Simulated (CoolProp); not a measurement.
Vapour-liquid equilibrium of n-hexane (1) + ethylbenzene (2) at 51.7 kPa; x and y are mole fractions of (1).

Computed with CoolProp (multi-fluid Helmholtz-energy mixture model, Thol 2019 and Zhou 2012; pair parameters Bell 2016).

**Question.** Give the bubble temperature and the first vapour's composition at x = 0.05, 0.35, 0.65. Is there an azeotrope?

**Answer.** x = 0.05: 375.2 K, y = 0.319; x = 0.35: 344.0 K, y = 0.841; x = 0.65: 331.5 K, y = 0.942. No azeotrope shows between x = 0.05 and 0.95.

The pair parameters rest on a limited set of measurements; away from them the model extrapolates.
